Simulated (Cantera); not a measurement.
A freely propagating, adiabatic, planar premixed flame of 23.4 % H2, 16.1 % O2, 60.5 % N2, unburnt at 648 K and 5.00 bar; mixture-averaged transport, grid criteria slope 0.08 and curve 0.16, no radiation.

Computed with Cantera and the H2/O2 subset of GRI-Mech 3.0, which has no nitrogen chemistry. The hydrogen kinetics of GRI-Mech 3.0 are dated; newer H2 mechanisms differ, most at raised pressure. Burning velocities carry a grid error of a few per cent, more on coarse grids.

x: mole fraction of selected species; z is measured from the peak of heat release.

| z (mm) | T (K) | u (m/s) | x H2 | x O2 | x H | x OH | x HO2 | x H2O |
|---|---|---|---|---|---|---|---|---|
| -0.177 | 648 | 5.26 | 0.234 | 0.161 | <1e-8 | <1e-8 | <1e-8 | <1e-8 |
| -0.118 | 648 | 5.26 | 0.234 | 0.161 | <1e-8 | <1e-8 | 1.31e-8 | 1.78e-7 |
| -0.0884 | 648 | 5.25 | 0.234 | 0.161 | <1e-8 | <1e-8 | 1.94e-7 | 2.03e-6 |
| -0.0589 | 650 | 5.25 | 0.231 | 0.161 | 1.49e-8 | <1e-8 | 7.19e-6 | 5.09e-5 |
| -0.0295 | 712 | 5.60 | 0.206 | 0.164 | 8.38e-5 | 6.86e-5 | 0.000594 | 0.00475 |
| -0.0147 | 980 | 7.46 | 0.160 | 0.156 | 0.00223 | 0.000981 | 0.000698 | 0.0366 |
| 0 | 1385 | 10.3 | 0.0937 | 0.122 | 0.0104 | 0.00380 | 0.000377 | 0.110 |
| 0.0147 | 1683 | 12.4 | 0.0441 | 0.0828 | 0.0159 | 0.00919 | 0.000202 | 0.177 |
| 0.0295 | … | 13.6 | … | … | … | … | … | 0.208 |
| 0.0589 | 2021 | 14.7 | 0.0147 | 0.0547 | 0.00897 | 0.0151 | 6.66e-5 | 0.226 |
| 0.118 | 2158 | 15.6 | 0.00923 | 0.0516 | 0.00396 | 0.0138 | 3.40e-5 | 0.239 |
| 0.236 | 2249 | 16.2 | … | 0.0503 | … | … | … | 0.249 |
| 0.472 | 2297 | 16.5 | 0.00225 | 0.0502 | 0.000420 | 0.00773 | 9.32e-6 | 0.255 |

Problem. Complete the blanks.

Solution. 
- 0.0295, T (K): 1853
- 0.0295, x H2: 0.0242
- 0.0295, x O2: 0.0639
- 0.0295, x H: 0.0146
- 0.0295, x OH: 0.0132
- 0.0295, x HO2: 0.000122
- 0.236, x H2: 0.00481
- 0.236, x H: 0.00135
- 0.236, x OH: 0.0107
- 0.236, x HO2: 1.65e-5
